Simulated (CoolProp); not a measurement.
Saturated liquid density (kg/m³) of methane: the reference equation beside estimates from Tc = -82.6 °C, pc = 4599 kPa, ω = 0.011. Rackett uses Z = 0.29056 − 0.08775 ω.

Model: reference Helmholtz-energy equation of state, Setzmann 1991, in CoolProp.

```tsv
T (°C)	reference	Rackett	van der Waals	Redlich-Kwong	Soave-Redlich-Kwong	Peng-Robinson
-128.15	367.6	366.4	250.8	358.5	355.3	402.5
-124.25	360.1	358.9	245.3	348.6	345.8	391.8
-120.25	352.0	350.8	239.3	337.9	335.4	380.0
-116.35	343.6	342.5	233.2	326.8	324.7	367.8
-112.45	334.7	333.7	226.7	315.1	313.2	354.7
-108.45	324.9	324.0	219.5	302.2	300.6	340.2
-104.55	314.5	313.8	211.9	288.6	287.4	324.8
-100.55	302.7	302.3	203.4	273.4	272.4	307.4
-96.65	289.7	289.7	194.1	256.9	256.2	288.4
-92.75	274.5	275.0	183.4	238.1	237.7	266.6
-88.75	254.9	256.0	170.1	215.1	214.8	239.7
```

Absolute difference from the reference over all 11 rows, mean and median: Rackett 0.3 and 0.3 %, van der Waals 32.5 and 32.4 %, Redlich-Kwong 7.8 and 7.0 %, Soave-Redlich-Kwong 8.3 and 7.5 %, Peng-Robinson 5.3 and 6.0 %.
